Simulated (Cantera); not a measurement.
Charge: 1 mol SiCl4, 2.7 mol Cl2, 2.9 mol H2, 1.2 mol HCl, at 1150 °C and 0.100 bar.

Cantera equilibrium calculation (NASA polynomials, part measured and part estimated; ideal gas, pure solids and liquids). Candidate condensed phases: Si; 19 gas species. The tables' values for SiCl3 are old estimates; treat these amounts as uncertain. Equilibrium is a limit: real reactors are often held back by kinetics, nucleation or transport.

Base state: HCl 0.849, SiCl4 0.123, H2 0.0227, SiCl3 0.00415, SiCl2 0.000554, SiHCl3 0.000255, Cl 9.69e-5 (mole fractions); condensed: gas only.

Task: What changes in the equilibrium state with this change: Cl2 from 2.7 to 1.4 mol?

Result: 
```csv
species,before,after
HCl,0.849,0.642
H2,0.0227,0.207
SiCl4,0.123,0.123
SiCl3,0.00415,0.0165
SiH2Cl2,8.09e-8,1.17e-5
SiCl2,0.000554,0.00880
SiHCl3,0.000255,0.00307
Cl,9.69e-5,2.43e-5
```
